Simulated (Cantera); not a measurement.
# Silicon oxide and oxynitride deposition: SiH4 + N2O

Input: 1 mol SiH4, 0.48 mol N2O.

Cantera equilibrium calculation (NASA polynomials, part measured and part estimated; ideal gas, pure solids and liquids). Candidate condensed phases: H2O, Si, SiO2, Si2N2O, Si3N4; 35 gas species. Mutual solubility and eutectic melting of coexisting phases are not modelled. The numbers say what is thermodynamically allowed, not how fast it happens.

Problem. Map the stable condensed phases over T = 1398, 1448, 1498, 1548, 1598, 1648, 1698, 1748, 1798, 1848, 1898 K and P in Pa = 5, 26, 140, 710, 3700, 19000, 100000.

Solution. 
```
T in K \ P in Pa
              5     26    140    710   3700  19000 100000
   1898       A      B      B      B      B      C      C
   1848       B      B      B      B      C      C      C
   1798       B      B      B      B      C      C      C
   1748       B      B      B      C      C      C      C
   1698       B      B      B      C      C      C      C
   1648       B      B      C      C      C      C      C
   1598       B      B      C      C      C      C      C
   1548       B      C      C      C      C      C      C
   1498       C      C      C      C      C      C      C
   1448       C      C      C      C      C      C      C
   1398       C      C      C      C      C      C      C
```
A: gas only; B: Si; C: Si + Si2N2O.
